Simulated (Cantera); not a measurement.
A closed system holds: 1 mol Ti(OiPr)4, 45 mol H2, equilibrated at 1498 K and 1.00 bar.

Equilibrium computed with Cantera from the NASA thermochemical tables; the gas is ideal and each condensed phase is pure. Candidate condensed phases: C, C6H6, C7H8, C8H18, H2O, Ti, TiC, TiO, TiO2, Ti2O3, Ti3O5, Ti4O7; 113 gas species. The feed counts by its element totals alone. TiC: taken at fixed stoichiometry. The numbers say what is thermodynamically allowed, not how fast it happens.

What is the equilibrium state?


```
Quantity                                 Value
-----------------------------------  ---------
x(H2)                                    0.934
x(CO)                                   0.0635
x(CH4)                                 0.00226
x(H2O)                                0.000103
x(H)                                   1.66e-5
x(C2H2 (acetylene))                    8.23e-6
x(CO2)                                 2.73e-6
x(C2H4)                                2.23e-6
n(C(graphite))                        6.86 mol
n(TiC(s))                             1.00 mol
gas amount                           62.85 mol
log10 activity of Ti2O3(s) (absent)      -1.81
log10 activity of Ti3O5(s) (absent)      -2.96
log10 activity of Ti4O7(s) (absent)      -4.47
```
